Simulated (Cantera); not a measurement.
An adiabatic, constant-volume homogeneous reactor starts with CH4 : O2 : N2 = 1 : 3.7 : 13.9 (molar parts), equivalence ratio 0.54, at 1200 K and 18.8 atm. Integrator tolerance rtol = 1e-08.

Model: GRI-Mech 3.0 (53 species, 325 reactions), integrated in Cantera. The pressure lies above the range GRI-Mech 3.0 was tuned for (to about 10 atm).

```tsv
quantity	before	after
time of steepest temperature rise	1.81 ms	14.1 µs
temperature at 2.00 s	2532 K	2872 K
equilibrium temperature	2532 K	2872 K
x(CH4) at 2.00 s	<1e-12 (gas-phase equilibrium <1e-12)	<1e-12 (gas-phase equilibrium <1e-12)
x(O2) at 2.00 s	0.0829 (gas-phase equilibrium 0.0829)	0.0777 (gas-phase equilibrium 0.0777)
x(NO2) at 2.00 s	5.07e-5 (gas-phase equilibrium 5.07e-5)	5.20e-5 (gas-phase equilibrium 5.20e-5)
x(HO2) at 2.00 s	1.98e-5 (gas-phase equilibrium 1.98e-5)	3.71e-5 (gas-phase equilibrium 3.71e-5)
x(H2O2) at 2.00 s	1.43e-6 (gas-phase equilibrium 1.43e-6)	2.18e-6 (gas-phase equilibrium 2.18e-6)
x(H) at 2.00 s	9.15e-5 (gas-phase equilibrium 9.15e-5)	0.000791 (gas-phase equilibrium 0.000791)
```

**Question.** Name the change that produced these shifts.
A) pressure from 18.8 atm to 0.868 atm
B) initial temperature 1200 to 1725 K
C) initial temperature 1200 to 975 K
D) initial temperature 1200 to 1325 K

**Answer.** B, initial temperature 1200 to 1725 K
